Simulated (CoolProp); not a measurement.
Vapour-liquid equilibrium of carbon dioxide (1) + 1-butene (2) at 279.9 K; x and y are mole fractions of (1).

Values from CoolProp's multi-fluid Helmholtz-energy mixture model, Span 1996 and Lemmon 2005; pair parameters Bell 2016.

```json
[
 {"x": "0.05", "bubble pressure (kPa)": "377.3", "y at the bubble point": "0.564", "dew pressure at overall composition x (kPa)": "172.9", "liquid density (mol/L)": "11.18"},
 {"x": "0.2", "bubble pressure (kPa)": "1051", "y at the bubble point": "0.846", "dew pressure at overall composition x (kPa)": "205.8", "liquid density (mol/L)": "12.16"},
 {"x": "0.35", "bubble pressure (kPa)": "1685", "y at the bubble point": "0.907", "dew pressure at overall composition x (kPa)": "253.5", "liquid density (mol/L)": "13.26"},
 {"x": "0.5", "bubble pressure (kPa)": "2230", "y at the bubble point": "0.933", "dew pressure at overall composition x (kPa)": "329.2", "liquid density (mol/L)": "14.49"},
 {"x": "0.65", "bubble pressure (kPa)": "2716", "y at the bubble point": "0.950", "dew pressure at overall composition x (kPa)": "468.9", "liquid density (mol/L)": "15.90"},
 {"x": "0.8", "bubble pressure (kPa)": "3228", "y at the bubble point": "0.967", "dew pressure at overall composition x (kPa)": "814.0", "liquid density (mol/L)": "17.51"},
 {"x": "0.95", "bubble pressure (kPa)": "3879", "y at the bubble point": "0.990", "dew pressure at overall composition x (kPa)": "2709", "liquid density (mol/L)": "19.39"}
]
```

No azeotrope shows between x = 0.05 and 0.95.

The pair parameters rest on a limited set of measurements; away from them the model extrapolates. The gap from Raoult's law changes sign with composition, which may be real or a fault of the pair parameters; it wasn't checked against measurements.
